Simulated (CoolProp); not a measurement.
Vapour-liquid equilibrium of R125 (1) + ethanol (2) at 0.113 MPa; x and y are mole fractions of (1).

Model: multi-fluid Helmholtz-energy mixture model, Lemmon 2005 and Schroeder 2014; pair parameters Bell 2016, in CoolProp.

```tsv
x	bubble temperature, mixture model (°C)	bubble temperature, Raoult's law (°C)	y, mixture model	y, Raoult's law
0.05	5.7	38.6	0.979	0.860
0.15	-22.9	3.2	0.998	0.985
0.25	-31.7	-12.0	0.999	0.996
0.35	-35.9	-21.2	0.999	0.998
0.45	-38.3	-27.6	1.000	0.999
0.55	-39.9	-32.5	1.000	1.000
0.65	-41.1	-36.4	1.000	1.000
0.75	-42.1	-39.7	1.000	1.000
0.85	-43.3	-42.4	1.000	1.000
0.95	-44.8	-44.8	1.000	1.000
```

The largest gap from Raoult's law is -32.9 K in bubble temperature, at x = 0.05. No azeotrope shows between x = 0.05 and 0.95.

The pair parameters rest on a limited set of measurements; away from them the model extrapolates. With so large a gap from Raoult's law the liquid may split in two, which this calculation doesn't test in full.
